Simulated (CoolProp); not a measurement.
The fluid at 458.37 K and 0.646 MPa expands adiabatically to 0.0965 MPa with isentropic efficiency 1. The same conditions are run with several fluids, on thermodynamics alone (safety and materials aside).

The numbers come from the reference Helmholtz-energy equation of state of each fluid (R113: Marx 1992; water: Wagner 2002; n-pentane: Thol 2019; propyne: Polt 1992) in CoolProp. The equations of Platzer and Polt are older, rougher fits.

| fluid | work (kJ/kg) | final temperature (K) | final phase | final density (kg/m³) |
|---|---|---|---|---|
| R113 | 34.9 | 406.7 | gas | 5.44 |
| water | 332 | 371.8 | two-phase, vapour fraction 0.916 | 0.623 |
| n-pentane | 91.7 | 413.0 | gas | 2.06 |
| propyne | 160 | 368.2 | gas | 1.27 |
